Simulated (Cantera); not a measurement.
## Thermodynamics of abatement and gas-phase synthesis, feed HBr + O2

Input: 1 mol HBr, a varied amount of O2, at 3048 K and 101000 Pa.

Equilibrium computed with Cantera from the NASA thermochemical tables; the gas is ideal and each condensed phase is pure. Candidate condensed phases: Br2, H2O; 12 gas species. Equilibrium is a limit: real reactors are often held back by kinetics, nucleation or transport.

From 0.09 mol O2 to 1.3 mol O2 nothing is condensed.

```json
[
 {"n(O2) (mol)": "0.09", "log p Br": "-0.28", "log p O2": "-2.74", "log p HBr": "-0.75", "log p H2O": "-1.00", "log p H2": "-0.91", "log p O": "-2.24", "log p OH": "-1.75", "log p H": "-1.20"},
 {"n(O2) (mol)": "0.2", "log p Br": "-0.27", "log p O2": "-1.69", "log p HBr": "-0.89", "log p H2O": "-0.79", "log p H2": "-1.22", "log p O": "-1.72", "log p OH": "-1.38", "log p H": "-1.35"},
 {"n(O2) (mol)": "0.31", "log p Br": "-0.29", "log p O2": "-1.23", "log p HBr": "-1.01", "log p H2O": "-0.76", "log p H2": "-1.42", "log p O": "-1.49", "log p OH": "-1.25", "log p H": "-1.45"},
 {"n(O2) (mol)": "0.42", "log p Br": "-0.31", "log p O2": "-0.99", "log p HBr": "-1.09", "log p H2O": "-0.77", "log p H2": "-1.55", "log p O": "-1.37", "log p OH": "-1.19", "log p H": "-1.51"},
 {"n(O2) (mol)": "0.53", "log p Br": "-0.33", "log p O2": "-0.84", "log p HBr": "-1.16", "log p H2O": "-0.79", "log p H2": "-1.64", "log p O": "-1.30", "log p OH": "-1.17", "log p H": "-1.56"},
 {"n(O2) (mol)": "0.64", "log p Br": "-0.35", "log p O2": "-0.74", "log p HBr": "-1.22", "log p H2O": "-0.81", "log p H2": "-1.72", "log p O": "-1.25", "log p OH": "-1.15", "log p H": "-1.60"},
 {"n(O2) (mol)": "0.74", "log p Br": "-0.37", "log p O2": "-0.67", "log p HBr": "-1.27", "log p H2O": "-0.83", "log p H2": "-1.77", "log p O": "-1.21", "log p OH": "-1.14", "log p H": "-1.63"},
 {"n(O2) (mol)": "0.85", "log p Br": "-0.39", "log p O2": "-0.61", "log p HBr": "-1.32", "log p H2O": "-0.85", "log p H2": "-1.83", "log p O": "-1.18", "log p OH": "-1.14", "log p H": "-1.65"},
 {"n(O2) (mol)": "0.96", "log p Br": "-0.41", "log p O2": "-0.56", "log p HBr": "-1.36", "log p H2O": "-0.88", "log p H2": "-1.88", "log p O": "-1.16", "log p OH": "-1.14", "log p H": "-1.68"},
 {"n(O2) (mol)": "1.1", "log p Br": "-0.44", "log p O2": "-0.51", "log p HBr": "-1.41", "log p H2O": "-0.90", "log p H2": "-1.93", "log p O": "-1.13", "log p OH": "-1.14", "log p H": "-1.70"},
 {"n(O2) (mol)": "1.2", "log p Br": "-0.46", "log p O2": "-0.48", "log p HBr": "-1.45", "log p H2O": "-0.92", "log p H2": "-1.96", "log p O": "-1.12", "log p OH": "-1.14", "log p H": "-1.72"},
 {"n(O2) (mol)": "1.3", "log p Br": "-0.47", "log p O2": "-0.46", "log p HBr": "-1.48", "log p H2O": "-0.94", "log p H2": "-1.99", "log p O": "-1.10", "log p OH": "-1.15", "log p H": "-1.74"}
]
```
log p: log10 of the partial pressure in bar; nothing condenses.
